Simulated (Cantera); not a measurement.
Cantera run, input and output.

```python
import numpy as np
import cantera as ct

gas = ct.Solution("h2o2.yaml")
gas.TPX = 600, 330000, {'H2': 1, 'O2': 0.417, 'N2': 1.57}
flame = ct.FreeFlame(gas, width=0.017)
flame.set_refine_criteria(ratio=3, slope=0.08, curve=0.16)
flame.transport_model = "mixture-averaged"
flame.solve(loglevel=0, auto=True)
z, T = flame.grid, flame.T
thick = (T[-1] - T[0]) / np.gradient(T, z).max()
show = ['H2', 'O2', 'H2O2', 'O', 'H', 'OH']
print(f"laminar burning velocity  {flame.velocity[0] * 100:.3f} cm/s")
print(f"burnt temperature         {T[-1]:.1f} K")
print(f"thermal thickness         {thick * 1e3:.4f} mm")
print(f"grid points               {len(z)}")
z0 = z[flame.heat_release_rate.argmax()]
print(f"{'z/mm':>9s}{'T/K':>9s}{'u/(m/s)':>9s}" + "".join(f"{s:>11s}" for s in show))
rows = []
for k in (-3, -2, -1.5, -1, -0.5, -0.25, 0, 0.25, 0.5, 1, 2, 4, 8):
    zz = z0 + k * thick
    rows.append([k * thick, np.interp(zz, z, T), np.interp(zz, z, flame.velocity),
                 *(np.interp(zz, z, flame.X[gas.species_index(s)]) for s in show)])
    print(f"{rows[-1][0] * 1e3:9.3f}{rows[-1][1]:9.1f}{rows[-1][2]:9.3f}" + "".join(f"{x:11.3e}" for x in rows[-1][3:]))
```

Result:

```
laminar burning velocity  853.380 cm/s
burnt temperature         2585.9 K
thermal thickness         0.0990 mm
grid points               118
     z/mm      T/K  u/(m/s)         H2         O2       H2O2          O          H         OH
   -0.297    600.0    8.534  3.348e-01  1.396e-01  6.865e-15  9.399e-15  5.361e-16  3.283e-16
   -0.198    600.0    8.534  3.348e-01  1.396e-01  1.637e-12  3.529e-12  2.268e-13  1.233e-13
   -0.149    600.0    8.534  3.348e-01  1.396e-01  1.983e-11  5.248e-11  5.060e-12  1.836e-12
   -0.099    600.1    8.533  3.346e-01  1.396e-01  2.459e-09  5.917e-09  5.202e-09  2.634e-10
   -0.050    621.2    8.763  3.282e-01  1.403e-01  5.883e-06  7.188e-06  7.642e-05  3.801e-05
   -0.025    874.8   11.967  2.894e-01  1.346e-01  4.410e-05  3.645e-04  4.720e-03  1.136e-03
    0.000   1353.5   17.879  1.926e-01  9.578e-02  1.307e-05  4.272e-03  2.997e-02  4.094e-03
    0.025   1692.5   22.050  1.076e-01  4.160e-02  3.877e-06  8.308e-03  5.203e-02  1.031e-02
    0.050   1861.3   24.067  8.034e-02  2.033e-02  2.324e-06  8.674e-03  5.332e-02  1.427e-02
    0.099   2030.1   25.989  7.359e-02  1.200e-02  1.324e-06  7.272e-03  4.355e-02  1.654e-02
    0.198   2192.0   27.750  7.236e-02  8.455e-03  8.000e-07  5.040e-03  3.134e-02  1.648e-02
    0.396   2336.0   29.261  7.003e-02  5.462e-03  5.327e-07  3.023e-03  2.108e-02  1.470e-02
    0.792   2448.0   30.397  6.719e-02  3.138e-03  3.675e-07  1.609e-03  1.364e-02  1.188e-02
```

Computed with Cantera and the H2/O2 subset of GRI-Mech 3.0, which has no nitrogen chemistry. The hydrogen kinetics of GRI-Mech 3.0 are dated; newer H2 mechanisms differ, most at raised pressure. Burning velocities carry a grid error of a few per cent, more on coarse grids.
